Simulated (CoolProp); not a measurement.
n-undecane along the isotherm 620 K: Z from the reference equation and from simpler models built on Tc = 638.8 K, pc = 19.90 bar, ω = 0.539; each cubic takes its own stable root.

Model: reference Helmholtz-energy equation of state, Aleksandrov 2011, in CoolProp. It is a short technical equation, of lower accuracy than the large ones.

| p (bar) | phase | reference | Redlich-Kwong | Peng-Robinson |
|---|---|---|---|---|
| 4.52 | gas | 0.8948 | 0.9104 | 0.8988 |
| 9.05 | gas | 0.7699 | 0.8055 | 0.7813 |
| 13.6 | gas | 0.5984 | 0.6693 | 0.6274 |
| 18.1 | liquid | 0.1365 | 0.1958 | 0.1609 |
| 22.6 | liquid | 0.1647 | 0.2222 | 0.1887 |
| 27.1 | liquid | 0.1926 | 0.2522 | 0.2168 |
| 31.7 | liquid | 0.2209 | 0.2833 | 0.2452 |
| 36.2 | liquid | 0.2483 | 0.3135 | 0.2726 |
| 40.7 | liquid | 0.2754 | 0.3435 | 0.2997 |
| 45.2 | liquid | 0.3021 | 0.3731 | 0.3264 |
| 49.8 | liquid | 0.3293 | 0.4030 | 0.3533 |
